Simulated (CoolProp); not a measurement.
A Linde-Hampson liquefier for methane: isothermal reversible compression at 230 K from 1 atm to 40 MPa, throttling to 1 atm, return gas leaving the recuperator 0 K below the feed. Each further row changes one setting.

The numbers come from the reference Helmholtz-energy equation of state, Setzmann 1991 in CoolProp.

```
case                        liquid yield per pass  compression work (kJ/kg of gas)
--------------------------  ---------------------  -------------------------------
as stated                                   0.407                              609
high pressure 80 MPa                   (withheld)                              724
warm-end temperature 260 K             (withheld)                       (withheld)
warm-end gap 5 K                       (withheld)                              609
```

Problem. What belongs in the gaps?

Solution. 
- high pressure 80 MPa, liquid yield per pass: 0.349
- warm-end temperature 260 K, liquid yield per pass: 0.331
- warm-end temperature 260 K, compression work (kJ/kg of gas): 727
- warm-end gap 5 K, liquid yield per pass: 0.399
